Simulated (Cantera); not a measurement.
# Silicon nitride deposition: Si2Cl6 + N2 + H2

A closed system holds: 1 mol Si2Cl6, 2.1 mol N2, 44 mol H2, at 16000 Pa.

Method: chemical equilibrium by Gibbs-energy minimisation in Cantera with the NASA 1993 tables (ideal gas, pure condensed phases). Candidate condensed phases: NH4Cl, Si, Si3N4; 28 gas species. The feed counts by its element totals alone. Mutual solubility and eutectic melting of coexisting phases are not modelled. The tables' values for SiCl3, SiCl are old estimates; treat these amounts as uncertain. Gases not in the tables: Si2H6 and higher silanes. Equilibrium is a limit: real reactors are often held back by kinetics, nucleation or transport.

```json
[
 {"T (°C)": "1475", "log p H2": "-0.86", "log p HCl": "-1.89", "log p N2": "-2.32", "log p SiCl2": "-2.48", "log p H": "-4.07", "log p SiCl3": "-4.13", "n Si3N4(s)": "0.321", "n Si(l)": "0"},
 {"T (°C)": "1500", "log p H2": "-0.86", "log p HCl": "-1.91", "log p N2": "-2.25", "log p SiCl2": "-2.45", "log p H": "-3.98", "log p SiCl3": "-4.17", "n Si3N4(s)": "0.193", "n Si(l)": "0.312"},
 {"T (°C)": "1525", "log p H2": "-0.86", "log p HCl": "-1.91", "log p N2": "-2.16", "log p SiCl2": "-2.46", "log p H": "-3.88", "log p SiCl3": "-4.23", "n Si3N4(s)": "0", "n Si(l)": "0.908"},
 {"T (°C)": "1550", "log p H2": "-0.86", "log p HCl": "-1.90", "log p N2": "-2.16", "log p SiCl2": "-2.47", "log p H": "-3.79", "log p SiCl3": "-4.28", "n Si3N4(s)": "0", "n Si(l)": "0.925"},
 {"T (°C)": "1575", "log p H2": "-0.86", "log p HCl": "-1.90", "log p N2": "-2.17", "log p SiCl2": "-2.47", "log p H": "-3.71", "log p SiCl3": "-4.33", "n Si3N4(s)": "0", "n Si(l)": "0.940"},
 {"T (°C)": "1600", "log p H2": "-0.86", "log p HCl": "-1.90", "log p N2": "-2.17", "log p SiCl2": "-2.48", "log p H": "-3.62", "log p SiCl3": "-4.37", "n Si3N4(s)": "0", "n Si(l)": "0.955"},
 {"T (°C)": "1625", "log p H2": "-0.86", "log p HCl": "-1.89", "log p N2": "-2.17", "log p SiCl2": "-2.49", "log p H": "-3.54", "log p SiCl3": "-4.42", "n Si3N4(s)": "0", "n Si(l)": "0.969"},
 {"T (°C)": "1650", "log p H2": "-0.86", "log p HCl": "-1.89", "log p N2": "-2.17", "log p SiCl2": "-2.49", "log p H": "-3.46", "log p SiCl3": "-4.46", "n Si3N4(s)": "0", "n Si(l)": "0.982"},
 {"T (°C)": "1675", "log p H2": "-0.87", "log p HCl": "-1.89", "log p N2": "-2.17", "log p SiCl2": "-2.50", "log p H": "-3.38", "log p SiCl3": "-4.51", "n Si3N4(s)": "0", "n Si(l)": "0.993"},
 {"T (°C)": "1700", "log p H2": "-0.87", "log p HCl": "-1.88", "log p N2": "-2.17", "log p SiCl2": "-2.51", "log p H": "-3.30", "log p SiCl3": "-4.55", "n Si3N4(s)": "0", "n Si(l)": "1.00"}
]
```
log p: log10 of the partial pressure in bar; n: condensed amount in mol.

At 1475 °C the condensed part is Si3N4(s). At 1500 °C the condensed part is Si(l) + Si3N4(s). From 1525 °C to 1700 °C the condensed part is Si(l). The main Si-bearing gas is SiCl2 throughout. The share of Si in condensed phases is highest at 1700 °C (50.1 %) and lowest at 1500 °C (44.6 %).
